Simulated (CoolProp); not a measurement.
Saturation properties of the fluoroketone C6F12O (FK-5-1-12).

Computed with CoolProp (reference Helmholtz-energy equation of state, McLinden 2015).

```csv
T (K),p (kPa),liquid density (kg/m³),enthalpy of vaporisation (kJ/kg),liquid cp (kJ/(kg K))
242.1,1.856,1761,109.8,1.091
249.1,3.006,1742,108.0,1.090
256.1,4.711,1723,106.1,1.089
263.1,7.162,1704,104.2,1.089
270.2,10.65,1684,102.4,1.091
277.2,15.36,1664,100.5,1.092
284.2,21.65,1644,98.63,1.095
291.2,29.89,1623,96.74,1.098
298.2,40.49,1602,94.83,1.102
305.3,54.12,1580,92.85,1.107
312.3,70.89,1559,90.85,1.113
319.3,91.51,1536,88.81,1.119
326.3,116.6,1513,86.71,1.126
333.3,146.6,1490,84.55,1.134
340.4,183.0,1465,82.28,1.142
```

It boils at 322.2 K under 1 atm.
